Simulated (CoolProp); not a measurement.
R1336mzz(Z) along the isobar 1.01 bar: fugacity coefficient from the reference equation and from simpler models built on Tc = 171.3 °C, pc = 29.04 bar, ω = 0.386; each cubic takes its own stable root.

The numbers come from the reference Helmholtz-energy equation of state, McLinden 2020 in CoolProp.

| T (°C) | phase | reference | van der Waals | Redlich-Kwong | Soave-Redlich-Kwong |
|---|---|---|---|---|---|
| -20.35 | liquid | 0.08253 | 0.9623 | 0.3234 | 0.08158 |
| 7.05 | liquid | 0.3342 | 0.9700 | 0.9312 | 0.3335 |
| 34.55 | gas | 0.9514 | 0.9757 | 0.9671 | 0.9614 |
| 62.05 | gas | 0.9651 | 0.9800 | 0.9740 | 0.9701 |
| 89.55 | gas | 0.9740 | 0.9833 | 0.9790 | 0.9766 |
| 116.95 | gas | 0.9801 | 0.9859 | 0.9829 | 0.9815 |
| 144.45 | gas | 0.9845 | 0.9880 | 0.9859 | 0.9853 |
| 171.95 | gas | 0.9877 | 0.9897 | 0.9882 | 0.9882 |
| 199.35 | gas | 0.9901 | 0.9911 | 0.9901 | 0.9905 |
| 226.85 | gas | 0.9921 | 0.9923 | 0.9916 | 0.9924 |

At some of these states van der Waals gives the other phase, because its saturation line lies elsewhere.
